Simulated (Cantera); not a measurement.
A perfectly stirred reactor is fed with 11.6 % N₂O, 0.0360 % H₂, 88.3 % N₂, at 13300 Pa; it is held at 1323 K, and followed from long to short residence time.

Cantera simulation using GRI-Mech 3.0 (53 species, 325 reactions); the numbers are that mechanism's predictions, not measurements. GRI-Mech 3.0 was tuned for natural gas; its chemistry of N2O as a main component is partial and can be far from experiment. The mechanism lacks the step 2 NO + O2 → 2 NO2, which can matter for NO2 below about 1400 K. The temperature is held fixed by assumption; the heat of reaction is taken as removed at once.

x: mole fraction; the columns are a selection and need not sum to one.

| τ (s) | x N₂O | x H₂ | x N₂ | x O | x HO₂ | x H₂O |
|---|---|---|---|---|---|---|
| 3.1 | 0.0372 | 2.99e-6 | 0.920 | 8.81e-6 | 1.06e-8 | 0.000340 |
| 1.1 | 0.0654 | 7.48e-6 | 0.907 | 9.34e-6 | 2.65e-8 | 0.000340 |
| 0.37 | [?] | [?] | 0.895 | 9.53e-6 | [?] | 0.000332 |
| 0.13 | 0.106 | 4.29e-5 | 0.888 | 9.52e-6 | 2.54e-7 | 0.000309 |
| 0.044 | 0.112 | [?] | 0.885 | 9.40e-6 | [?] | [?] |
| 0.015 | 0.115 | 0.000177 | 0.884 | 9.13e-6 | 1.12e-6 | 0.000175 |
| 0.0052 | 0.116 | 0.000272 | 0.884 | 8.68e-6 | 1.20e-6 | 7.99e-5 |

Problem. Complete the blanks.

Solution. 
- 0.37, x N₂O: 0.0918
- 0.37, x H₂: 1.88e-5
- 0.37, x HO₂: 8.33e-8
- 0.044, x H₂: 9.33e-5
- 0.044, x HO₂: 6.53e-7
- 0.044, x H₂O: 0.000259
